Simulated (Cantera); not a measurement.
**Thermodynamics of iron carbonyl, mercury and lead vapours, feed Pb + CO + N2**

Charge: 1 mol Pb, 0.039 mol CO, 0.27 mol N2.

Method: chemical equilibrium by Gibbs-energy minimisation in Cantera with the NASA 1993 tables (ideal gas, pure condensed phases). Candidate condensed phases: C, Pb, PbO, PbO2, Pb3O4; 27 gas species. Rates play no part.

Stable condensed phases:

```
T in K \ P in Pa
              10      32     100     320    1000    3200   10000   32000  100000  320000 1000000
   1598        A       A       A       A       A       A       B       B       B       C       C
   1573        A       A       A       A       A       A       B       B       B       C       C
   1548        A       A       A       A       A       A       B       B       B       C       C
   1523        A       A       A       A       A       A       B       B       B       C       C
   1498        A       A       A       A       A       B       B       B       B       C       C
   1473        A       A       A       A       A       B       B       B       C       C       C
   1448        A       A       A       A       A       B       B       B       C       C       C
   1423        A       A       A       A       A       B       B       B       C       C       C
   1398        A       A       A       A       A       B       B       B       C       C       C
   1373        A       A       A       A       B       B       B       B       C       C       C
```

A: gas only; B: Pb; C: C + Pb.
